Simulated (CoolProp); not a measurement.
The numbers come from the reference Helmholtz-energy equation of state, Pan 2012 in CoolProp.

For R236FA, give the phase and the Joule-Thomson coefficient (K/MPa) at 68.15 °C and 42.7 kPa.


- 68.15 °C and 42.7 kPa: gas; Joule-Thomson coefficient 14.6
